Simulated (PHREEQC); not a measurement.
A solution holds 5.4 mmol/kgw KOH, 0.085 mmol/kgw H4SiO4 and 19 mmol/kgw CO2, at 20 °C. Closed to the air; pH follows from the charge balance.

Computed with PHREEQC (ion-association model, phreeqc.dat).

Each row changes one thing in this solution. Precipitation was switched off in this run.

| case | pH | ionic strength (mol/kgw) | CO2 (mol/kgw) | HCO3- (mol/kgw) | (CO2)2 (mol/kgw) | CO3-2 (mol/kgw) | SI of Quartz (SiO2) |
|---|---|---|---|---|---|---|---|
| as made | 5.95 | 0.00540 | 0.0136 | 0.00540 | 2.87e-6 | 2.53e-7 | -0.01 |
| H4SiO4 replaced by Na2SiO3 at the same molality | 5.97 | 0.00557 | 0.0134 | 0.00557 | 2.79e-6 | 2.73e-7 | -0.01 |
| H4SiO4 replaced by (NH4)2SiF6 at the same molality | 5.91 | 0.00557 | 0.0139 | 0.00506 | ___ | 2.17e-7 | -0.01 |
| KOH replaced by K2SiO3 at the same molality | 6.46 | 0.0108 | 0.00820 | 0.0108 | 1.04e-6 | 1.77e-6 | +1.80 |
| KOH from 0.0054 to 0.0108 mol/kgw | 6.46 | 0.0108 | 0.00820 | 0.0108 | 1.04e-6 | 1.77e-6 | -0.01 |
| H4SiO4 from 8.5e-05 to 1.7e-05 mol/kgw | 5.95 | 0.00540 | 0.0136 | 0.00540 | 2.87e-6 | 2.53e-7 | -0.71 |
| KOH from 0.0054 to 0.0081 mol/kgw | 6.21 | 0.00810 | 0.0109 | 0.00810 | 1.84e-6 | 7.31e-7 | -0.01 |
| KOH from 0.0054 to 0.0027 mol/kgw | 5.58 | 0.00270 | 0.0163 | 0.00270 | 4.11e-6 | ___ | -0.01 |
| temperature from 20 to 30 °C | 5.89 | 0.00540 | 0.0136 | 0.00540 | 3.98e-6 | 2.74e-7 | -0.16 |

Question: Some entries are withheld; supply them.

Answer: 
- H4SiO4 replaced by (NH4)2SiF6 at the same molality, (CO2)2 (mol/kgw): 3.01e-6
- KOH from 0.0054 to 0.0027 mol/kgw, CO3-2 (mol/kgw): 5.08e-8

Complexes and solids missing from the database can't appear. Some of these states are supersaturated (in SiO2(a), Quartz (slow to form), for instance). SiF6-2 is the database's only silicon fluoride.
